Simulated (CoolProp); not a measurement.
Vapour pressure (kPa) of dodecamethylcyclohexasiloxane (D6): the reference equation beside estimates from Tc = 645.8 K, pc = 961.4 kPa, ω = 0.736. Clausius-Clapeyron is anchored at 378.8 K with a constant enthalpy of vaporisation of 60.48 kJ/mol.

Computed with CoolProp (reference Helmholtz-energy equation of state, Colonna 2008). It is a short technical equation, of lower accuracy than the large ones.

```tsv
T (K)	reference	Lee-Kesler	Clausius-Clapeyron	Redlich-Kwong
378.8	0.9338	0.9430	0.9338	(withheld)
389.6	1.584	1.590	1.590	(withheld)
400.4	2.587	2.587	2.631	27.57
411.2	4.081	4.073	4.240	(withheld)
422	6.240	(withheld)	6.667	45.75
432.7	9.243	9.222	(withheld)	57.49
443.5	(withheld)	13.38	15.38	71.43
454.3	18.96	18.97	22.71	87.68
465.1	26.26	26.33	32.93	(withheld)
```

Some entries are withheld; supply them.


- 378.8, Redlich-Kwong: 15.47
- 389.6, Redlich-Kwong: 20.86
- 411.2, Redlich-Kwong: 35.81
- 422, Lee-Kesler: 6.224
- 432.7, Clausius-Clapeyron: 10.21
- 443.5, reference: 13.39
- 465.1, Redlich-Kwong: 106.4

Absolute difference from the reference over all 9 rows, mean and median: Lee-Kesler 0.3 and 0.2 %, Clausius-Clapeyron 9.3 and 6.8 %, Redlich-Kwong 752.6 and 633.2 %.
